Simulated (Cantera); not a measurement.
Charge: 1 mol Ti(OiPr)4, 40 mol H2, held at 1098.15 K and 2.90 mbar.

Cantera equilibrium calculation (NASA polynomials, part measured and part estimated; ideal gas, pure solids and liquids). Candidate condensed phases: C, C6H6, C7H8, C8H18, H2O, Ti, TiC, TiO, TiO2, Ti2O3, Ti3O5, Ti4O7; 113 gas species. The feed counts by its element totals alone. Mutual solubility and eutectic melting of coexisting phases are not modelled. TiC: taken at fixed stoichiometry. Equilibrium is a limit: real reactors are often held back by kinetics, nucleation or transport.

Base state: H2 0.957, CO 0.0430, CH4 9.69e-5, H2O 1.09e-5 (mole fractions); condensed: C(graphite) + TiC(s) + Ti3O5(s).

**Question.** What changes in the equilibrium state with this change: temperature from 1098.15 K to 2173.15 K?

**Answer.** 
```
species            before    after
----------------  -------  -------
H2                  0.957    0.849
H                 4.51e-7   0.0827
CO                 0.0430   0.0661
C2H2 (acetylene)  1.22e-8  0.00188
H2O               1.09e-5  1.01e-8
CH4               9.69e-5  5.83e-7
C(graphite), mol     9.51     6.77
TiC(s), mol        0.0565    1.000
Ti3O5(s), mol       0.314        0
```
